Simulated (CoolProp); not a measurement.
Values from CoolProp's reference Helmholtz-energy equation of state, Wagner 2002.

Task: Give the vapour pressure (bar), liquid density (kg/m³), vapour density (kg/m³), liquid cp (kJ/(kg K)) of saturated water at 238.95, 267.95 °C.

Result: 
```json
[
 {"T (°C)": "238.95", "p (bar)": "32.9", "liquid density (kg/m³)": "815", "vapour density (kg/m³)": "16.4", "liquid cp (kJ/(kg K))": "4.76"},
 {"T (°C)": "267.95", "p (bar)": "53.3", "liquid density (kg/m³)": "771", "vapour density (kg/m³)": "27.1", "liquid cp (kJ/(kg K))": "5.09"}
]
```
